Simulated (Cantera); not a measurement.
Input: 1 mol MgO, 1.4 mol CO, equilibrated at 30.0 Pa.

Method: chemical equilibrium by Gibbs-energy minimisation in Cantera with the NASA 1993 tables (ideal gas, pure condensed phases). Candidate condensed phases: C, Mg, MgCO3, MgO; 15 gas species. Rates play no part.

x: gas mole fraction; n: condensed amount in mol.

```
T (K)   x CO      x Mg     x CO2      x O2       x O   x MgO  n MgO(s)
-----  -----  --------  --------  --------  --------  ------  --------
1225   1.000   1.89e-5   1.89e-5    <1e-12    <1e-12  <1e-12     1.000
1300   1.000   6.87e-5   6.87e-5    <1e-12    <1e-12  <1e-12     1.000
1375   1.000  0.000217  0.000217    <1e-12    <1e-12       …     1.000
1450   0.999  0.000607  0.000607    <1e-12  9.16e-12       …     0.999
1525   0.997   0.00153   0.00153    <1e-12  2.05e-10       …     0.998
1600   0.993   0.00353   0.00353  1.67e-11   3.43e-9       …     0.995
1675   0.985   0.00753   0.00753  5.09e-10   4.45e-8       …     0.989
1750   0.970    0.0150    0.0150   1.16e-8   4.65e-7       …     0.979
1825   0.944    0.0279    0.0279   2.06e-7   4.02e-6       …     0.960
1900   0.902    0.0491    0.0490   2.96e-6   2.96e-5       …     0.928
1975   0.837    0.0812    0.0810   3.57e-5  0.000190       …     0.876
2050   0.746     0.127     0.125  0.000371   0.00108       …     0.795
2125   0.623     0.190     0.177   0.00336   0.00553       …     0.667
2200   0.458     0.282     0.208    0.0249    0.0246       …     0.402
```

### Question
Fill in the missing entries.

### Answer

- 1375, x MgO: 1.10e-12
- 1450, x MgO: 2.16e-11
- 1525, x MgO: 3.16e-10
- 1600, x MgO: 3.59e-9
- 1675, x MgO: 3.28e-8
- 1750, x MgO: 2.47e-7
- 1825, x MgO: 1.58e-6
- 1900, x MgO: 8.67e-6
- 1975, x MgO: 4.18e-5
- 2050, x MgO: 0.000180
- 2125, x MgO: 0.000694
- 2200, x MgO: 0.00244
